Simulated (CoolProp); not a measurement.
Vapour-liquid equilibrium of propylene (1) + R152A (2) at 0.00269 MPa; x and y are mole fractions of (1).

The numbers come from the multi-fluid Helmholtz-energy mixture model, Lemmon 2013 and Outcalt 1996; pair parameters Bell 2016 in CoolProp.

```
x     bubble temperature, mixture model (K)  bubble temperature, Raoult's law (K)  y, mixture model  y, Raoult's law
----  -------------------------------------  ------------------------------------  ----------------  ---------------
0.05                                  181.0                                 187.3        (withheld)            0.219
0.2                                   171.9                                 181.9             0.840            0.595
0.35                                  169.8                                 178.0             0.882            0.772
0.5                                   169.3                                 175.0             0.891            0.870
0.65                                  169.2                                 172.6             0.895            0.929
0.8                              (withheld)                                 170.7        (withheld)            0.967
0.95                                  168.6                                 169.0        (withheld)            0.993
```

What belongs in the gaps?


- 0.05, y, mixture model: 0.555
- 0.8, bubble temperature, mixture model (K): 168.9
- 0.8, y, mixture model: 0.907
- 0.95, y, mixture model: 0.960

The largest gap from Raoult's law is -10.0 K in bubble temperature, at x = 0.2. No azeotrope shows between x = 0.05 and 0.95.

The pair parameters rest on a limited set of measurements; away from them the model extrapolates. With so large a gap from Raoult's law the liquid may split in two, which this calculation doesn't test in full.
